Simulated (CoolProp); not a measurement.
Vapour-liquid equilibrium of ethane (1) + CHF3 (R23) (2) at 0.368 MPa; x and y are mole fractions of (1).

Computed with CoolProp (multi-fluid Helmholtz-energy mixture model, Bücker 2006 and Penoncello 2003; pair parameters Bell 2016).

```
x     bubble temperature (K)  y at the bubble point  dew temperature at overall composition x (K)  liquid density (mol/L)
----  ----------------------  ---------------------  --------------------------------------------  ----------------------
0.05                   210.1                  0.278                                         215.8                   19.28
0.2                    203.1                  0.517                                         212.1                   18.89
0.35                   202.3                  0.547                                         208.1                   18.30
0.5                    202.3                  0.548                                         203.6                   17.83
0.65                   202.4                  0.556                                         204.2                   17.53
0.8                    203.2                  0.604                                         207.8                   17.32
0.95                   208.1                  0.813                                         211.3                   17.05
```

y crosses x between x = 0.5 and 0.65: the model has an azeotrope there.

Pair parameters are fitted to limited data, so mixtures are less certain than the pure fluids. With so large a gap from Raoult's law the liquid may split in two, which this calculation doesn't test in full.
